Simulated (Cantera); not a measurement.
Cantera with NASA thermochemical tables; ideal gases at 1 bar, condensed phases pure. Values are per mole of reaction as written; species without (g) are pure solids or liquids, kept so even where they would boil at 1 bar.

6 Cu(OH)2 = 3 Cu2O + O3(g) + 6 H2O(g), with ΔH° = 880.7 kJ and ΔS° = 997.9 J/K at 300 K.

**Question.** How far is the shortcut ΔG° ≈ ΔH°(300 K) − T·ΔS°(300 K) from the full temperature-dependent value at 1048, 1148, 1248, 1348, 1448 K?

**Answer.** 
```tsv
T (K)	shortcut (kJ)	full (kJ)	difference (kJ)	difference in log10 K
1048	-165.1	-79.5	-85.6	4.27
1148	-264.9	-158.8	-106.1	4.83
1248	-364.7	-236.8	-127.9	5.35
1348	-464.5	-313.6	-150.9	5.85
1448	-564.3	-389.4	-174.9	6.31
```
The shortcut ignores the heat-capacity change of the reaction.
